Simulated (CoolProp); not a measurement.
Vapour-liquid equilibrium of isobutane (1) + n-butane (2) at 216.3 K; x and y are mole fractions of (1).

The numbers come from the multi-fluid Helmholtz-energy mixture model, Bücker 2006 and Bücker 2006; pair parameters Kunz 2012 in CoolProp.

```csv
x,"bubble pressure, mixture model (MPa)","bubble pressure, Raoult's law (MPa)","y, mixture model","y, Raoult's law"
0.05,0.006433,0.006423,___,0.088
0.125,___,0.006805,0.208,0.207
0.2,0.007213,0.007186,0.314,0.313
0.275,0.007598,0.007568,0.409,0.409
0.35,___,0.007949,0.495,0.496
0.425,0.008360,0.008330,0.573,0.574
0.5,0.008739,0.008712,0.644,0.646
0.575,0.009117,0.009093,0.710,0.712
0.65,___,0.009475,0.770,0.772
0.725,0.009872,0.009856,___,0.828
0.8,0.01025,0.01024,0.878,0.879
0.875,___,0.01062,___,0.927
0.95,0.01100,0.01100,0.972,0.972
```

Problem. Complete the blanks.

Solution. 
- 0.05, y, mixture model: 0.089
- 0.125, bubble pressure, mixture model (MPa): 0.006825
- 0.35, bubble pressure, mixture model (MPa): 0.007980
- 0.65, bubble pressure, mixture model (MPa): 0.009495
- 0.725, y, mixture model: 0.826
- 0.875, bubble pressure, mixture model (MPa): 0.01063
- 0.875, y, mixture model: 0.926

The largest gap from Raoult's law is +0.4 % in bubble pressure, at x = 0.275. No azeotrope shows between x = 0.05 and 0.95.

Pair parameters are fitted to limited data, so mixtures are less certain than the pure fluids.
